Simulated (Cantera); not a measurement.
# Transport properties of process gases

Gas mixture: H2O : NH3 = 0.15 : 0.078 (molar parts), at 0.168 atm, frozen composition.

Cantera's kinetic-theory transport with the Lennard-Jones parameters of GRI-Mech 3.0, ideal gas; thermal conductivity in the mixture-averaged form. Polar gases are described roughly by these parameters. The composition is frozen, though it would react at the higher temperatures.

| T (K) | ρ (kg/m³) | cp (J/kg/K) | μ (µPa s) | λ (mW/m/K) | Pr | D (cm²/s) H2 | D (cm²/s) OH | D (cm²/s) H2O |
|---|---|---|---|---|---|---|---|---|
| 400 | 0.0904 | 2023 | 14.0 | 39.3 | 0.717 | 8.44 | 3.70 | 2.09 |
| 500 | 0.0723 | 2123 | 17.6 | 52.0 | 0.720 | 12.6 | 5.57 | 3.31 |
| 600 | 0.0602 | 2229 | 21.3 | 65.7 | 0.722 | 17.3 | 7.72 | 4.79 |
| 700 | 0.0516 | 2333 | 24.9 | 80.4 | 0.723 | 22.6 | 10.1 | 6.53 |
| 800 | 0.0452 | 2433 | 28.5 | 95.9 | 0.722 | 28.4 | 12.8 | 8.50 |
| 900 | 0.0402 | 2530 | 32.0 | 112 | 0.722 | 34.7 | 15.7 | 10.7 |
| 1000 | 0.0361 | 2631 | 35.3 | 128 | 0.724 | 41.4 | 18.8 | 13.1 |
| 1100 | 0.0329 | 2724 | 38.7 | 145 | 0.726 | 48.7 | 22.1 | 15.7 |
| 1200 | 0.0301 | 2813 | 41.9 | 162 | 0.727 | 56.3 | 25.6 | 18.5 |
D: mixture-averaged diffusion coefficient of that species in the mixture.
